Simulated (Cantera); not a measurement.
**Adiabatic ignition**

An adiabatic, constant-pressure homogeneous reactor starts with 15.2 % CH₄, 17.9 % O₂, 67.0 % N₂, at 1298 K and 10.0 bar.

Model: GRI-Mech 3.0 (53 species, 325 reactions), integrated in Cantera.

| t (s) | T (K) | x CH₄ | x O₂ | x O | x NO₂ | x C₂H₄ | x C₂H₂ | x C₂H₆ |
|---|---|---|---|---|---|---|---|---|
| 9.00e-6 | 1298 | 0.152 | 0.179 | 1.95e-10 | <1e-12 | 3.23e-11 | <1e-12 | 1.15e-9 |
| 1.89e-5 | 1298 | 0.152 | 0.179 | 4.94e-10 | <1e-12 | 4.37e-10 | <1e-12 | 1.48e-8 |
| 3.96e-5 | 1298 | 0.152 | 0.179 | 1.44e-9 | <1e-12 | 7.33e-9 | <1e-12 | 2.41e-7 |
| 8.30e-5 | 1298 | 0.151 | 0.179 | 3.48e-9 | <1e-12 | 1.11e-7 | 1.98e-12 | 3.52e-6 |
| 0.000174 | 1298 | 0.151 | 0.179 | 4.83e-9 | <1e-12 | 7.46e-7 | 4.94e-11 | 2.17e-5 |
| 0.000365 | 1299 | 0.151 | 0.179 | 6.44e-9 | <1e-12 | 3.20e-6 | 5.95e-10 | 7.59e-5 |
| 0.000765 | 1303 | 0.150 | 0.178 | 1.18e-8 | <1e-12 | 1.74e-5 | 8.27e-9 | 0.000263 |
| 0.00160 | 1337 | 0.143 | 0.173 | 7.76e-8 | <1e-12 | 0.000329 | 6.31e-7 | 0.00145 |
| 0.00337 | 2557 | 2.36e-10 | 1.25e-5 | 2.14e-5 | 3.70e-9 | <1e-12 | <1e-12 | <1e-12 |
| 0.00706 | 2557 | 2.36e-10 | 1.25e-5 | 2.14e-5 | 3.49e-9 | <1e-12 | <1e-12 | <1e-12 |
| 0.0148 | 2557 | 2.36e-10 | 1.25e-5 | 2.14e-5 | 3.49e-9 | <1e-12 | <1e-12 | <1e-12 |
| 0.0310 | 2557 | 2.36e-10 | 1.25e-5 | 2.14e-5 | 3.49e-9 | <1e-12 | <1e-12 | <1e-12 |
| 0.0651 | 2557 | 2.36e-10 | 1.25e-5 | 2.14e-5 | 3.49e-9 | <1e-12 | <1e-12 | <1e-12 |
| 0.136 | 2557 | 2.36e-10 | 1.25e-5 | 2.14e-5 | 3.49e-9 | <1e-12 | <1e-12 | <1e-12 |
| 0.286 | 2557 | 2.36e-10 | 1.25e-5 | 2.14e-5 | 3.49e-9 | <1e-12 | <1e-12 | <1e-12 |
| 0.600 | 2557 | 2.36e-10 | 1.25e-5 | 2.14e-5 | 3.49e-9 | <1e-12 | <1e-12 | <1e-12 |
x: mole fraction; the columns are a selection and need not sum to one.

time of steepest temperature rise: 1.98 ms
temperature at 0.600 s: 2557 K
equilibrium temperature: 2557 K
x(CH₄) at 0.600 s: 2.36e-10 (gas-phase equilibrium 2.65e-10)
x(O₂) at 0.600 s: 1.25e-5 (gas-phase equilibrium 1.25e-5)
x(O) at 0.600 s: 2.14e-5 (gas-phase equilibrium 2.14e-5)
